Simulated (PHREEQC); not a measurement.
Make-up at 5 °C: 0.14 mol CuCl2, 0.00046 mol HBF4 and 0.00092 mol Na2SO4 per kg of water. Closed to the air; pH follows from the charge balance.

Computed with PHREEQC (ion-association model, phreeqc.dat).

No solid was allowed to form.

Estimate the pH, specific conductance.

pH 3.01; specific conductance 13700 µS/cm.

In which forms is F present?

F- 45 %, HF 28 %, CuF+ 22 %, BF4- 2.9 %, BF3OH- 1.0 %, BF2(OH)2- 0.7 % of the F.

At this temperature some constants are extrapolated from 25 °C, and those without enthalpy data are left unchanged. Real BF4- forms and hydrolyses slowly; the run takes it at equilibrium.
